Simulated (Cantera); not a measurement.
A Cantera script and its output.

```python
import numpy as np
import cantera as ct

gas = ct.Solution("gri30.yaml")
gas.TPX = 1625, 18000, {'NO': 1, 'N2': 1.2}
reactor = ct.IdealGasConstPressureReactor(gas, energy="off", clone=False)
net = ct.ReactorNet([reactor])
net.rtol, net.atol = 1e-08, 1e-18
show = ['NO', 'O2', 'NO2', 'N2', 'O', 'N2O']
times = np.geomspace(0.0001, 200, 15)

steps = ct.SolutionArray(gas, extra=["t"])
rows = []
print(f"{'t/s':>10s}{'T/K':>9s}{'P/Pa':>11s}" + "".join(f"{s:>11s}" for s in show))
for t in times:
    while net.time < t:
        t_next = net.step()
        steps.append(gas.state, t=t_next)
    rows.append([np.interp(t, steps.t, y) for y in (steps.T, steps.P, *steps(*show).X.T)])
    print(f"{t:10.3e}{rows[-1][0]:9.1f}{rows[-1][1]:11.4g}" + "".join(f"{x:11.3e}" for x in rows[-1][2:]))
rate = np.gradient(steps.T, steps.t)
print("integrator steps:", len(steps.t))
if steps.T.max() > steps.T[0] + 200:
    print(f"time of steepest temperature rise: {steps.t[rate.argmax()]:.4e} s")
gas.TPX = 1625, 18000, {'NO': 1, 'N2': 1.2}
gas.equilibrate("TP")
print(f"equilibrium (TP): T = {gas.T:.1f} K  " + "  ".join(f"{s} {gas[s].X[0]:.3e}" for s in show))
```

It prints:

```
       t/s      T/K       P/Pa         NO         O2        NO2         N2          O        N2O
 1.000e-04   1625.0    1.8e+04  4.545e-01  9.392e-11  1.770e-08  5.455e-01  1.339e-07  1.513e-07
 2.819e-04   1625.0    1.8e+04  4.545e-01  6.629e-10  1.216e-07  5.455e-01  3.066e-07  4.258e-07
 7.946e-04   1625.0    1.8e+04  4.545e-01  4.208e-09  6.804e-07  5.455e-01  5.318e-07  1.194e-06
 2.240e-03   1625.0    1.8e+04  4.545e-01  2.515e-08  2.773e-06  5.455e-01  6.772e-07  3.317e-06
 6.314e-03   1625.0    1.8e+04  4.545e-01  1.773e-07  9.022e-06  5.455e-01  8.929e-07  8.974e-06
 1.780e-02   1625.0    1.8e+04  4.545e-01  1.785e-06  2.675e-05  5.455e-01  1.453e-06  2.260e-05
 5.017e-02   1625.0    1.8e+04  4.544e-01  2.055e-05  6.299e-05  5.455e-01  2.464e-06  4.746e-05
 1.414e-01   1625.0    1.8e+04  4.541e-01  1.390e-04  8.556e-05  5.456e-01  3.083e-06  6.951e-05
 3.986e-01   1625.0    1.8e+04  4.533e-01  5.312e-04  9.205e-05  5.460e-01  3.283e-06  7.313e-05
 1.124e+00   1625.0    1.8e+04  4.510e-01  1.640e-03  1.041e-04  5.472e-01  3.646e-06  7.231e-05
 3.168e+00   1625.0    1.8e+04  4.448e-01  4.726e-03  1.314e-04  5.503e-01  4.493e-06  7.005e-05
 8.929e+00   1625.0    1.8e+04  4.280e-01  1.308e-02  1.825e-04  5.587e-01  6.204e-06  6.435e-05
 2.517e+01   1625.0    1.8e+04  3.860e-01  3.402e-02  2.516e-04  5.797e-01  9.131e-06  5.166e-05
 7.095e+01   1625.0    1.8e+04  2.992e-01  7.740e-02  2.899e-04  6.231e-01  1.322e-05  3.049e-05
 2.000e+02   1625.0    1.8e+04  1.750e-01  1.395e-01  2.273e-04  6.852e-01  1.743e-05  1.027e-05
integrator steps: 948
equilibrium (TP): T = 1625.0 K  NO 2.220e-03  O2 2.261e-01  NO2 3.674e-06  N2 7.716e-01  O 2.195e-05  N2O 5.529e-08
```

Cantera simulation using GRI-Mech 3.0 (53 species, 325 reactions); the numbers are that mechanism's predictions, not measurements.
